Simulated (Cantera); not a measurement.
A diamond (100) surface in a fixed gas of H2 with x(CH4) = 0.028, x(H) = 0.011, at 1100 K, 105 Torr; coverages are run to steady state.

Cantera simulation using the Harris–Goodwin 1993 mechanism for the reconstructed diamond (100) surface; the numbers are that mechanism's predictions, not measurements.

One state of this run: growth (µm/h) = 1.79; θ c6HH = 0.511; θ c6H* = 0.0282; θ c6*H = 0.441; θ c6** = 0.0184; θ c6HM = 0.000537. θ: site fractions in the mechanism's names (c6HH fully hydrogenated, c6H* and c6*H radical sites, c6** diradical, c6HM methylated).

Question: Which value of x(CH3) does it belong to?
A) 2.6e-06
B) 0.00073
C) 1.7e-05
D) 0.0019

Answer: C, 1.7e-05
